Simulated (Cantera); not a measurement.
A perfectly stirred reactor is fed with CH4 : O2 : N2 = 1 : 1.67 : 11.7 (molar parts), equivalence ratio 1.2, at 10.0 bar; it is adiabatic with a 425 K inlet, and is followed from long to short residence time, starting on the burning branch (τ in s: 0.08, 0.034, 0.014, 0.006, 0.0026, 0.0011, 0.00046, 0.00019, 8.2e-05, 3.5e-05, 1.5e-05, 6.2e-06).

Cantera simulation using GRI-Mech 3.0 (53 species, 325 reactions); the numbers are that mechanism's predictions, not measurements.

Problem. Predict: blow-out, bracketed by the residence times tried; x(CH4) at τ = 80.0 ms; x(O2) at τ = 80.0 ms; x(NO) at τ = 80.0 ms; x(CH3) at τ = 80.0 ms; x(HCO) at τ = 80.0 ms; x(CH4) at τ = 0.460 ms; x(O2) at τ = 0.460 ms.

Solution. 
- blow-out, bracketed by the residence times tried = burning at 6.00 ms, out at 2.60 ms
- x(CH4) at τ = 80.0 ms = 0.00320
- x(O2) at τ = 80.0 ms = 0.00135
- x(NO) at τ = 80.0 ms = 2.02e-7
- x(CH3) at τ = 80.0 ms = 4.51e-5
- x(HCO) at τ = 80.0 ms = 5.55e-9
- x(CH4) at τ = 0.460 ms = 0.0696
- x(O2) at τ = 0.460 ms = 0.116
